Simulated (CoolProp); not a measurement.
Vapour-liquid equilibrium of propane (1) + cyclopropane (2) at 1710 kPa; x and y are mole fractions of (1).

Computed with CoolProp (multi-fluid Helmholtz-energy mixture model, Lemmon 2009 and Polt 1992; pair parameters Bell 2016). This equation is an older, rougher fit; its heat capacities, sound speeds and derivatives of the liquid may be far off and weren't checked against measurements.

```json
[
 {"x": "0.05", "bubble temperature, mixture model (°C)": "59.7", "bubble temperature, Raoult's law (°C)": "60.2", "y, mixture model": "0.066", "y, Raoult's law": "0.062"},
 {"x": "0.2", "bubble temperature, mixture model (°C)": "56.7", "bubble temperature, Raoult's law (°C)": "58.4", "y, mixture model": "0.245", "y, Raoult's law": "0.240"},
 {"x": "0.35", "bubble temperature, mixture model (°C)": "54.4", "bubble temperature, Raoult's law (°C)": "56.7", "y, mixture model": "0.402", "y, Raoult's law": "0.405"},
 {"x": "0.5", "bubble temperature, mixture model (°C)": "52.5", "bubble temperature, Raoult's law (°C)": "55.1", "y, mixture model": "0.544", "y, Raoult's law": "0.558"},
 {"x": "0.65", "bubble temperature, mixture model (°C)": "(withheld)", "bubble temperature, Raoult's law (°C)": "53.5", "y, mixture model": "0.678", "y, Raoult's law": "0.702"},
 {"x": "0.8", "bubble temperature, mixture model (°C)": "(withheld)", "bubble temperature, Raoult's law (°C)": "51.9", "y, mixture model": "0.811", "y, Raoult's law": "0.835"},
 {"x": "0.95", "bubble temperature, mixture model (°C)": "(withheld)", "bubble temperature, Raoult's law (°C)": "50.4", "y, mixture model": "0.950", "y, Raoult's law": "0.960"}
]
```

What belongs in the gaps?


- 0.65, bubble temperature, mixture model (°C): 51.2
- 0.8, bubble temperature, mixture model (°C): 50.3
- 0.95, bubble temperature, mixture model (°C): 49.9

The largest gap from Raoult's law is -2.6 K in bubble temperature, at x = 0.5. No azeotrope shows between x = 0.05 and 0.95.

Pair parameters are fitted to limited data, so mixtures are less certain than the pure fluids.
